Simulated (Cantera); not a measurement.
**Fluorocarbon and chlorocarbon gases: CH3F + CH4**

Feed: 1 mol CH3F, 0.015 mol CH4, held at 2300 °C and 0.110 bar.

Equilibrium computed with Cantera from the NASA thermochemical tables; the gas is ideal and each condensed phase is pure. Candidate condensed phases: C, C6H6, C7H8, C8H18; 95 gas species. Rates play no part.

- x(HF): 0.475
- x(H2): 0.448
- x(H): 0.0694
- x(C2H2 (acetylene)): 0.00654
- x(F): 0.000185
- x(C2H): 8.45e-5
- x(C4H2): 3.95e-5
- x(C3): 1.36e-5
- x(CH3): 8.10e-6
- n(C(graphite)): 0.987 mol
- gas amount: 2.103 mol
